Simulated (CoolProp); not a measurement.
Computed with CoolProp (reference Helmholtz-energy equation of state, Lemmon 2003). It is a pseudo-pure fit of the blend.

Problem. For R407C, give the phase and the cp (kJ/(kg K)), speed of sound (m/s), conductivity (mW/(m K)) at 287.3 K and 0.101 MPa.

Solution. 
- 287.3 K and 0.101 MPa: gas; cp 0.823, speed of sound 175, conductivity 12.4

Thermal conductivity comes from a separate model (Geller 2001).
